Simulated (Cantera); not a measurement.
Premixed flame

A freely propagating, adiabatic, planar premixed flame of CH₃OH : O₂ : N₂ : H₂O = 1 : 1.85 : 5.74 : 0.17 (molar parts), equivalence ratio 0.81, unburnt at 698 K and 101000 Pa; mixture-averaged transport, grid criteria slope 0.08 and curve 0.16, no radiation.

Computed with Cantera and GRI-Mech 3.0 (53 species, 325 reactions). GRI-Mech 3.0 was tuned for natural gas; its chemistry of methanol as a main component is partial and can be far from experiment. Burning velocities carry a grid error of a few per cent, more on coarse grids.

```json
[
 {"z (mm)": "-0.738", "T (K)": "698", "u (m/s)": "1.73", "x CH₃OH": "0.114", "x O₂": "0.211", "x H₂O": "0.0195", "x C₂H₄": "<1e-8", "x H₂O₂": "7.16e-7", "x N₂O": "<1e-8"},
 {"z (mm)": "-0.492", "T (K)": "701", "u (m/s)": "1.74", "x CH₃OH": "0.114", "x O₂": "0.210", "x H₂O": "0.0203", "x C₂H₄": "<1e-8", "x H₂O₂": "8.00e-6", "x N₂O": "<1e-8"},
 {"z (mm)": "-0.369", "T (K)": "710", "u (m/s)": "1.77", "x CH₃OH": "0.113", "x O₂": "0.208", "x H₂O": "0.0225", "x C₂H₄": "<1e-8", "x H₂O₂": "3.24e-5", "x N₂O": "<1e-8"},
 {"z (mm)": "-0.246", "T (K)": "757", "u (m/s)": "1.91", "x CH₃OH": "0.109", "x O₂": "0.203", "x H₂O": "0.0322", "x C₂H₄": "1.56e-8", "x H₂O₂": "0.000168", "x N₂O": "<1e-8"},
 {"z (mm)": "-0.123", "T (K)": "1034", "u (m/s)": "2.68", "x CH₃OH": "0.0845", "x O₂": "0.175", "x H₂O": "0.0752", "x C₂H₄": "1.40e-7", "x H₂O₂": "0.000947", "x N₂O": "1.67e-8"},
 {"z (mm)": "-0.0615", "T (K)": "1374", "u (m/s)": "3.66", "x CH₃OH": "0.0474", "x O₂": "0.142", "x H₂O": "0.122", "x C₂H₄": "3.58e-7", "x H₂O₂": "0.00132", "x N₂O": "4.48e-8"},
 {"z (mm)": "0", "T (K)": "1755", "u (m/s)": "4.81", "x CH₃OH": "0.00721", "x O₂": "0.103", "x H₂O": "0.173", "x C₂H₄": "6.04e-7", "x H₂O₂": "0.000115", "x N₂O": "9.31e-8"},
 {"z (mm)": "0.0615", "T (K)": "1892", "u (m/s)": "5.21", "x CH₃OH": "9.68e-5", "x O₂": "0.0781", "x H₂O": "0.195", "x C₂H₄": "1.11e-7", "x H₂O₂": "1.16e-6", "x N₂O": "1.30e-7"},
 {"z (mm)": "0.123", "T (K)": "1938", "u (m/s)": "5.31", "x CH₃OH": "4.16e-7", "x O₂": "0.0653", "x H₂O": "0.201", "x C₂H₄": "<1e-8", "x H₂O₂": "5.43e-7", "x N₂O": "1.56e-7"},
 {"z (mm)": "0.246", "T (K)": "2007", "u (m/s)": "5.46", "x CH₃OH": "<1e-8", "x O₂": "0.0560", "x H₂O": "0.202", "x C₂H₄": "<1e-8", "x H₂O₂": "4.64e-7", "x N₂O": "1.77e-7"},
 {"z (mm)": "0.492", "T (K)": "2097", "u (m/s)": "5.66", "x CH₃OH": "<1e-8", "x O₂": "0.0507", "x H₂O": "0.205", "x C₂H₄": "<1e-8", "x H₂O₂": "3.55e-7", "x N₂O": "1.89e-7"},
 {"z (mm)": "0.984", "T (K)": "2198", "u (m/s)": "5.89", "x CH₃OH": "<1e-8", "x O₂": "0.0470", "x H₂O": "0.211", "x C₂H₄": "<1e-8", "x H₂O₂": "2.68e-7", "x N₂O": "2.17e-7"},
 {"z (mm)": "1.97", "T (K)": "2290", "u (m/s)": "6.10", "x CH₃OH": "<1e-8", "x O₂": "0.0439", "x H₂O": "0.218", "x C₂H₄": "<1e-8", "x H₂O₂": "2.24e-7", "x N₂O": "2.60e-7"}
]
```
x: mole fraction of selected species; z is measured from the peak of heat release.

| Property | Value |
|---|---|
| laminar burning velocity | 173 cm/s |
| thermal thickness | 0.246 mm |
| peak x(C₂H₄) | 6.11e-7 |
| peak x(H₂O₂) | 0.00136 |
| grid points | 146 |
